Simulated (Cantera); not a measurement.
A closed system holds: 1 mol Nb2O5, 540 mol H2, 7.2 mol H2O, equilibrated at 15.0 mbar.

Method: chemical equilibrium by Gibbs-energy minimisation in Cantera with the NASA 1993 tables (ideal gas, pure condensed phases). Candidate condensed phases: H2O, Nb, NbO, NbO2, Nb2O5; 12 gas species. Condensed phases not in the tables: the oxides between NbO2 and Nb2O5. Rates play no part. All values below are at 1050 °C.

Base state: H2 0.985, H2O 0.0150, H 1.29e-5 (mole fractions); condensed: NbO2(s).

### Question
What changes in the equilibrium state with this change: Nb2O5 replaced by V2O5?

### Answer
| species | before | after |
|---|---|---|
| H2 | 0.985 | 0.983 |
| H2O | 0.0150 | 0.0168 |
| H | 1.29e-5 | 1.28e-5 |
| NbO2(s), mol | 2.00 | 0 |
| V2O3(s), mol | 0 | 1.00 |
Condensed phases not in the tables: the oxides between V2O3 and V2O5 other than VO2. Further candidate phases: V, VO, V2O3, V2O4, V2O5.
